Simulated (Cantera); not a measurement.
A closed system holds: 1 mol SiHCl₃, a varied amount of N₂, 0.28 mol H₂, equilibrated at 798.15 K and 9.80 Pa.

Equilibrium computed with Cantera from the NASA thermochemical tables; the gas is ideal and each condensed phase is pure. Candidate condensed phases: NH₄Cl, Si, Si₃N₄; 28 gas species. N₂ is the only nitrogen source here; it is nearly inert below about 1500 K, so the nitride shown seldom forms there in practice. Equilibrium is a limit: real reactors are often held back by kinetics, nucleation or transport.

Problem. What share of the Si ends up in condensed phases as a function of n(N₂) (mol), at 1, 2.8, 4.6, 6.4, 8.2, 10, 12, 14, 15, 17?

Solution. 
```tsv
n(N₂) (mol)	Si condensed (%)	as
1	50.1	Si₃N₄(s)
2.8	53.2	Si₃N₄(s)
4.6	54.6	Si₃N₄(s)
6.4	55.4	Si₃N₄(s)
8.2	56.0	Si₃N₄(s)
10	56.5	Si₃N₄(s)
12	56.9	Si₃N₄(s)
14	57.3	Si₃N₄(s)
15	57.4	Si₃N₄(s)
17	57.7	Si₃N₄(s)
```
